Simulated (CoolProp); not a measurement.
Aqueous sodium chloride as a coolant, at 19 °C, 1 atm.

Computed with CoolProp (Melinder's fits for secondary coolants).

```csv
mass %,freezing point (°C),conductivity (W/(m K)),cp (kJ/(kg K)),Prandtl number,viscosity (mPa s)
4.2,-2.5,0.593,3.964,7.32,1.09
6,-3.7,0.591,3.882,7.43,1.13
7.8,…,0.589,3.807,7.55,1.17
9.6,-6.2,0.587,3.736,7.71,1.21
11.4,-7.7,0.586,3.670,7.89,1.26
13.2,-9.2,0.584,…,8.10,1.31
15,-10.9,0.582,3.552,8.35,1.37
16.8,-12.7,0.580,3.498,…,1.43
18.6,-14.8,0.578,3.447,8.97,…
```

### Question
Fill in the missing entries.

### Answer

- 7.8, freezing point (°C): -4.9
- 13.2, cp (kJ/(kg K)): 3.609
- 16.8, Prandtl number: 8.64
- 18.6, viscosity (mPa s): 1.51
